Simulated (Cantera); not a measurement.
A perfectly stirred reactor is fed with C3H8 : O2 : N2 : CO2 = 1 : 8.2 : 30.8 : 1.2 (molar parts), at 3750 Torr; it is adiabatic with a 350 K inlet, and is followed from long to short residence time, starting on the burning branch (τ in s: 0.093, 0.047, 0.024, 0.012, 0.0062, 0.0031, 0.0016, 0.00081, 0.00041, 0.00021, 0.00011, 5.4e-05).

Cantera simulation using GRI-Mech 3.0 (53 species, 325 reactions); the numbers are that mechanism's predictions, not measurements. GRI-Mech 3.0 was tuned for natural gas; its chemistry of propane as a main component is partial and can be far from experiment.

x: mole fraction; the columns are a selection and need not sum to one.

| τ (s) | T (K) | x C3H8 | x O2 | x CH3 | x C2H4 | x HCO | x NO | x H2 |
|---|---|---|---|---|---|---|---|---|
| 0.093 | 1707 | 8.15e-7 | 0.0758 | 7.25e-7 | 3.23e-6 | 3.50e-9 | 7.40e-6 | 1.75e-5 |
| 0.047 | 1705 | 1.38e-6 | 0.0759 | 1.18e-6 | 5.15e-6 | 6.98e-9 | 7.02e-6 | 2.65e-5 |
| 0.024 | 1703 | 2.29e-6 | 0.0760 | 1.87e-6 | 8.05e-6 | 1.39e-8 | 6.88e-6 | 4.04e-5 |
| 0.012 | 1700 | 3.79e-6 | 0.0761 | 2.98e-6 | 1.26e-5 | 2.84e-8 | 6.74e-6 | 6.28e-5 |
| 0.0062 | 1695 | 6.08e-6 | 0.0763 | 4.59e-6 | 1.92e-5 | 5.67e-8 | 6.38e-6 | 9.61e-5 |
| 0.0031 | 1687 | 9.93e-6 | 0.0767 | 7.20e-6 | 2.98e-5 | 1.18e-7 | 5.66e-6 | 0.000151 |
| 0.0016 | 1676 | … | 0.0773 | … | … | … | … | … |
| 0.00081 | 1657 | 2.66e-5 | 0.0784 | 1.76e-5 | 7.24e-5 | 4.98e-7 | 3.58e-6 | 0.000362 |
| 0.00041 | 1623 | 4.80e-5 | 0.0805 | 2.98e-5 | 0.000124 | 1.04e-6 | 2.41e-6 | 0.000576 |
| 0.00021 | 350 | 0.0243 | 0.199 | <1e-12 | <1e-12 | <1e-12 | <1e-12 | <1e-12 |
| 0.00011 | 350 | 0.0243 | 0.199 | <1e-12 | <1e-12 | <1e-12 | <1e-12 | <1e-12 |
| 5.4e-5 | 350 | 0.0243 | 0.199 | <1e-12 | <1e-12 | <1e-12 | <1e-12 | <1e-12 |

### Question
What belongs in the gaps?

### Answer

- 0.0016, x C3H8: 1.59e-5
- 0.0016, x CH3: 1.11e-5
- 0.0016, x C2H4: 4.56e-5
- 0.0016, x HCO: 2.39e-7
- 0.0016, x NO: 4.70e-6
- 0.0016, x H2: 0.000232
